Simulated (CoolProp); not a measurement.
CH2F2 (R32) along the isotherm 88.95 °C: density (kg/m³) from the reference equation and from simpler models built on Tc = 78.1 °C, pc = 5783 kPa, ω = 0.277; each cubic takes its own stable root.

Model: reference Helmholtz-energy equation of state, Tillner-Roth 1997, in CoolProp.

```tsv
p (kPa)	phase	reference	ideal gas	van der Waals	Redlich-Kwong	Soave-Redlich-Kwong	Peng-Robinson
45.7	gas	0.7919	0.7897	0.7914	0.7916	0.7916	0.7918
73.9	gas	1.283	1.277	1.282	1.282	1.282	1.283
119	gas	2.071	2.056	2.068	2.070	2.069	2.071
193	gas	3.374	3.335	3.366	3.370	3.370	3.374
311	gas	5.478	5.374	5.456	5.467	5.465	5.476
503	gas	8.967	8.692	8.910	8.938	8.934	8.964
813	gas	14.79	14.05	14.63	14.71	14.70	14.78
1310	gas	24.66	22.64	24.24	24.45	24.41	24.63
2120	gas	42.44	36.63	41.21	41.80	41.69	42.32
3430	gas	77.36	59.27	73.56	75.34	74.89	76.84
5540	gas	169.0	95.73	156.0	161.1	157.3	165.0
8950	supercritical	642.0	154.7	418.7	480.9	463.9	507.9
14500	supercritical	771.1	250.6	488.0	591.3	582.6	644.7
```
